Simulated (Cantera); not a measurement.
Feed: 1 mol Al(CH₃)₃, 1.6 mol N₂O, 890 mol N₂, equilibrated at 100000 Pa.

Cantera equilibrium calculation (NASA polynomials, part measured and part estimated; ideal gas, pure solids and liquids). Candidate condensed phases: Al, AlN, Al₂O₃, C, C₆H₆, C₇H₈, C₈H₁₈, H₂O; 148 gas species. The feed counts by its element totals alone. The numbers say what is thermodynamically allowed, not how fast it happens.

**Question.** At 1402 °C, list the 4 most abundant gas species with their mole fractions, and the condensed phases.

**Answer.** N₂ 0.993, H₂ 0.00490, CO 0.00178, HCN 0.000222. Condensed: AlN(s) + C(graphite).
